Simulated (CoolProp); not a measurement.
Vapour-liquid equilibrium of isohexane (1) + n-heptane (2) at 1.02 MPa; x and y are mole fractions of (1).

Computed with CoolProp (multi-fluid Helmholtz-energy mixture model, Lemmon 2006 and Span 2003; pair parameters Bell 2016).

| x | bubble temperature (K) | y at the bubble point | dew temperature at overall composition x (K) | liquid density (mol/L) |
|---|---|---|---|---|
| 0.05 | 472.7 | 0.081 | 473.7 | 4.965 |
| 0.125 | 468.6 | 0.194 | 471.1 | 5.039 |
| 0.2 | 464.6 | 0.298 | 468.3 | 5.111 |
| 0.275 | 460.8 | 0.394 | 465.5 | 5.182 |
| 0.35 | 457.1 | 0.482 | 462.6 | 5.251 |
| 0.425 | 453.6 | 0.564 | 459.6 | 5.320 |
| 0.5 | 450.1 | 0.638 | 456.4 | 5.388 |
| 0.575 | 446.8 | 0.707 | 453.1 | 5.454 |
| 0.65 | 443.5 | 0.770 | 449.6 | 5.519 |
| 0.725 | 440.4 | 0.827 | 445.8 | 5.583 |
| 0.8 | 437.3 | 0.880 | 441.9 | 5.646 |
| 0.875 | 434.4 | 0.929 | 437.7 | 5.708 |
| 0.95 | 431.6 | 0.973 | 433.0 | 5.767 |

No azeotrope shows between x = 0.05 and 0.95.

The pair parameters rest on a limited set of measurements; away from them the model extrapolates.
